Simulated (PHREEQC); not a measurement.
Consider water at 20 °C with 8.9 mmol/kgw LiOH, 0.011 mmol/kgw H4SiO4 and 13 mmol/kgw K2CO3. Closed to the air; pH follows from the charge balance.

The numbers come from PHREEQC with the ion-association model, phreeqc.dat.

```json
[
 {"quantity": "pH", "before": "12.03", "after": "11.14"},
 {"quantity": "ionic strength (mol/kgw)", "before": "0.0477", "after": "0.0467"},
 {"quantity": "HCO3- (mol/kgw)", "before": "0.000163", "after": "0.00117"},
 {"quantity": "CO2 (mol/kgw)", "before": "2.99e-10", "after": "1.68e-8"}
]
```

Q: Name the change that produced these shifts.
A) temperature from 20 to 65 °C
B) LiOH replaced by LiBr at the same molality
C) 0.0017 mol/kgw NaCl added
D) H4SiO4 left out

A: B, LiOH replaced by LiBr at the same molality

No solid was allowed to form.
